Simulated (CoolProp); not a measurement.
R236EA along the isobar 0.101 MPa: fugacity coefficient from the reference equation and from simpler models built on Tc = 412.4 K, pc = 3.414 MPa, ω = 0.368; each cubic takes its own stable root.

Computed with CoolProp (reference Helmholtz-energy equation of state, Rui 2013).

| T (K) | phase | reference |
|---|---|---|
| 261.5 | liquid | 0.4468 |
| 275 | liquid | 0.8078 |
| 288.5 | gas | 0.9627 |
| 302 | gas | 0.9685 |
| 315.5 | gas | 0.9732 |
| 328.9 | gas | 0.9769 |
| 342.4 | gas | 0.9801 |
| 355.9 | gas | 0.9827 |
| 369.4 | gas | 0.9849 |

**Question.** How far does each simpler model (van der Waals, Redlich-Kwong, Soave-Redlich-Kwong, Peng-Robinson) lie from the reference over these 9 states: mean and median of the absolute difference, and the worst?

**Answer.** 
- van der Waals: mean 16.2 %, median 1.1 %, worst +118.2 % at 261.5 K and 0.101 MPa
- Redlich-Kwong: mean 15.5 %, median 0.6 %, worst +115.9 % at 261.5 K and 0.101 MPa
- Soave-Redlich-Kwong: mean 0.2 %, median 0.2 %, worst +0.6 % at 288.5 K and 0.101 MPa
- Peng-Robinson: mean 0.4 %, median 0.1 %, worst +1.6 % at 261.5 K and 0.101 MPa

At some of these states van der Waals, Redlich-Kwong gives the other phase, because its saturation line lies elsewhere.
